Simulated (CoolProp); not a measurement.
Sulfur hexafluoride at 277.32 K and 11.1 MPa flows at 4.9 m/s in a round tube of 1 mm bore and 0.25 µm roughness, fully developed (64/Re and Nu = 3.66 if laminar; Colebrook and Gnielinski if turbulent). Each further row changes one setting.

Values from CoolProp's reference Helmholtz-energy equation of state, Guder 2009.

| case | Reynolds number | Darcy friction factor | pressure drop (Pa/m) | heat-transfer coefficient (W/(m² K)) | mass flow (kg/h) |
|---|---|---|---|---|---|
| as stated | 35300 | 0.0233 | 461000 | [?] | 22.8 |
| velocity 9.8 m/s | 70500 | 0.0204 | [?] | [?] | 45.6 |
| diameter 2 mm | 70500 | [?] | [?] | 10900 | 91.2 |

Problem. What belongs in the gaps?

Solution. 
- as stated, heat-transfer coefficient (W/(m² K)): 12100
- velocity 9.8 m/s, pressure drop (Pa/m): 1610000
- velocity 9.8 m/s, heat-transfer coefficient (W/(m² K)): 22200
- diameter 2 mm, Darcy friction factor: 0.0199
- diameter 2 mm, pressure drop (Pa/m): 197000

Viscosity comes from a separate model (Quiñones-Cisneros 2012). Thermal conductivity comes from a separate model (Assael 2012).
